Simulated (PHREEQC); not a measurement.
A column of 0.5 m (40 cells, dispersivity 0.025 m, 60 s a shift, diffusion coefficient 3e-10 m²/s) holds 0.15 eq of the database's cation exchanger X per kg of pore water, first in equilibrium with 0.011 mol MgCl2, 0.026 mol (NH4)2SO4 and 1e-05 mol HCl per kg of water. It is flushed with 0.011 mol/kgw CaCl2, 0.034 mol/kgw KCl and 1e-05 mol/kgw HCl, at 15 °C. Values are for the last cell. No CO2 enters from the air. Precipitation was switched off in this run.

All values are PHREEQC results (ion-association model, phreeqc.dat), not measurements.

**Question.** Predict K in solution (mol/kgw), S in solution (mol/kgw) at pore volumes = 2.263, 5.263, 6.013.

**Answer.** 
```json
[
 {"pore volumes": "2.263", "K in solution (mol/kgw)": "0.00301", "S in solution (mol/kgw)": "5.73e-5"},
 {"pore volumes": "5.263", "K in solution (mol/kgw)": "0.0339", "S in solution (mol/kgw)": "1.52e-11"},
 {"pore volumes": "6.013", "K in solution (mol/kgw)": "0.0342", "S in solution (mol/kgw)": "3.24e-13"}
]
```
